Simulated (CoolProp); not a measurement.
C2F6 (R116) along the isobar 15.1 bar: density (kg/m³) from the reference equation and from simpler models built on Tc = 19.9 °C, pc = 30.48 bar, ω = 0.257; each cubic takes its own stable root.

Model: reference Helmholtz-energy equation of state, Lemmon 2006, in CoolProp. It is a short technical equation, of lower accuracy than the large ones.

```tsv
T (°C)	phase	reference
1.95	gas	122.9
12.65	gas	111.8
23.35	gas	103.5
34.05	gas	96.84
44.75	gas	91.31
55.45	gas	86.60
66.15	gas	82.50
76.85	gas	78.88
87.55	gas	75.64
98.25	gas	72.73
109.05	gas	70.05
119.75	gas	67.63
130.45	gas	65.40
141.15	gas	63.34
151.85	gas	61.42
```

### Question
How far does each simpler model (ideal gas, van der Waals, Soave-Redlich-Kwong) lie from the reference over these 15 states: mean and median of the absolute difference, and the worst?

### Answer
- ideal gas: mean 11.2 %, median 9.2 %, worst -25.9 % at 1.95 °C and 15.1 bar
- van der Waals: mean 1.8 %, median 1.7 %, worst -6.3 % at 1.95 °C and 15.1 bar
- Soave-Redlich-Kwong: mean 0.2 %, median 0.1 %, worst -0.5 % at 1.95 °C and 15.1 bar
